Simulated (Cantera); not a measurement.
Charge: 1 mol SiCl₄, 0.031 mol HCl, 310 mol H₂, at 775 °C and 0.00150 bar.

Method: chemical equilibrium by Gibbs-energy minimisation in Cantera with the NASA 1993 tables (ideal gas, pure condensed phases). Candidate condensed phases: Si; 19 gas species. The tables' values for SiCl₃ are old estimates; treat these amounts as uncertain. The numbers say what is thermodynamically allowed, not how fast it happens.

Base state: H₂ 0.988, HCl 0.0121, SiCl₂ 0.000275, SiCl₄ 3.25e-5, SiHCl₃ 2.71e-5, SiCl₃ 2.21e-5 (mole fractions); condensed: Si(s).

Task: What changes in the equilibrium state with this change: temperature from 775 °C to 575 °C?

Result: 
| species | before | after |
|---|---|---|
| H₂ | 0.988 | 0.993 |
| HCl | 0.0121 | 0.00475 |
| SiCl₄ | 3.25e-5 | 0.00160 |
| SiHCl₃ | 2.71e-5 | 0.000544 |
| SiCl₂ | 0.000275 | 2.69e-5 |
| SiH₂Cl₂ | 2.58e-6 | 1.62e-5 |
| Si(s), mol | 0.888 | 0.311 |

Task: What changes in the equilibrium state with this change: H₂ from 310 to 74 mol?

Result: 
```
species      before     after
----------  -------  --------
H₂            0.988     0.959
HCl          0.0121    0.0350
SiCl₄       3.25e-5   0.00242
SiCl₃       2.21e-5  0.000561
SiHCl₃      2.71e-5  0.000679
Si(s), mol    0.888     0.541
```
